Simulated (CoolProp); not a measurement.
A simple Rankine cycle with water: condensing at 293.15 K, boiler at 0.0639 MPa, turbine inlet 510.7 K, turbine efficiency 0.7, pump efficiency 0.7, no recuperator. Each further row changes one setting.

The numbers come from the reference Helmholtz-energy equation of state, Wagner 2002 in CoolProp.

| case | thermal efficiency (%) | net work (kJ/kg) | heat in (kJ/kg) | turbine exit temperature (K) | volume ratio over the turbine |
|---|---|---|---|---|---|
| as stated | 13.5 | 386 | 2870 | 307.7 | 16.5 |
| turbine inlet 530.7 K | 13.7 | 398 | 2910 | 322.3 | 16.6 |
| condensing temperature 285.15 K | 14.8 | 431 | 2900 | 285.1 | 25.4 |
| boiler pressure 0.0447 MPa | 12.3 | 352 | 2870 | 325.9 | 12.2 |
| turbine efficiency 0.6 | 11.5 | 331 | 2870 | 337.0 | 18.1 |

The expansion ends wet for: condensing temperature 285.15 K.
